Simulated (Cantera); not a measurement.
# Stirred combustor or abatement burner

A perfectly stirred reactor is fed with 5.47 % C₂H₄, 19.8 % O₂, 74.4 % N₂, 0.328 % CO₂, at 7.01 atm; it is adiabatic with a 325 K inlet, and is followed from long to short residence time, starting on the burning branch (τ in s: 0.48, 0.18, 0.071, 0.027, 0.01, 0.0039, 0.0015, 0.00057, 0.00022, 8.4e-05, 3.2e-05).

Computed with Cantera and GRI-Mech 3.0 (53 species, 325 reactions). GRI-Mech 3.0 was tuned for natural gas; its chemistry of ethylene as a main component is partial and can be far from experiment.

```json
[
 {"τ (s)": "0.48", "T (K)": "2238", "x C₂H₄": "8.96e-8", "x O₂": "0.0316", "x NO₂": "5.30e-6", "x CH₄": "3.25e-9", "x C₂H₆": "<1e-12", "x CO": "0.00185"},
 {"τ (s)": "0.18", "T (K)": "2240", "x C₂H₄": "2.35e-7", "x O₂": "0.0321", "x NO₂": "4.24e-6", "x CH₄": "8.47e-9", "x C₂H₆": "<1e-12", "x CO": "0.00189"},
 {"τ (s)": "0.071", "T (K)": "2241", "x C₂H₄": "5.79e-7", "x O₂": "0.0326", "x NO₂": "2.99e-6", "x CH₄": "2.07e-8", "x C₂H₆": "<1e-12", "x CO": "0.00197"},
 {"τ (s)": "0.027", "T (K)": "2241", "x C₂H₄": "1.46e-6", "x O₂": "0.0332", "x NO₂": "1.87e-6", "x CH₄": "5.09e-8", "x C₂H₆": "<1e-12", "x CO": "0.00216"},
 {"τ (s)": "0.010", "T (K)": "2238", "x C₂H₄": "3.62e-6", "x O₂": "0.0337", "x NO₂": "1.13e-6", "x CH₄": "1.20e-7", "x C₂H₆": "1.82e-12", "x CO": "0.00262"},
 {"τ (s)": "0.0039", "T (K)": "2228", "x C₂H₄": "8.03e-6", "x O₂": "0.0343", "x NO₂": "7.56e-7", "x CH₄": "2.46e-7", "x C₂H₆": "6.96e-12", "x CO": "0.00357"},
 {"τ (s)": "0.0015", "T (K)": "2209", "x C₂H₄": "1.66e-5", "x O₂": "0.0352", "x NO₂": "5.47e-7", "x CH₄": "4.59e-7", "x C₂H₆": "2.79e-11", "x CO": "0.00544"},
 {"τ (s)": "0.00057", "T (K)": "2176", "x C₂H₄": "3.28e-5", "x O₂": "0.0368", "x NO₂": "3.86e-7", "x CH₄": "8.41e-7", "x C₂H₆": "1.13e-10", "x CO": "0.00863"},
 {"τ (s)": "0.00022", "T (K)": "2126", "x C₂H₄": "6.32e-5", "x O₂": "0.0392", "x NO₂": "2.54e-7", "x CH₄": "1.68e-6", "x C₂H₆": "4.62e-10", "x CO": "0.0134"},
 {"τ (s)": "8.4e-5", "T (K)": "2054", "x C₂H₄": "0.000128", "x O₂": "0.0430", "x NO₂": "1.60e-7", "x CH₄": "4.20e-6", "x C₂H₆": "2.21e-9", "x CO": "0.0201"},
 {"τ (s)": "3.2e-5", "T (K)": "1951", "x C₂H₄": "0.000296", "x O₂": "0.0491", "x NO₂": "9.50e-8", "x CH₄": "1.47e-5", "x C₂H₆": "1.49e-8", "x CO": "0.0300"}
]
```
x: mole fraction; the columns are a selection and need not sum to one.
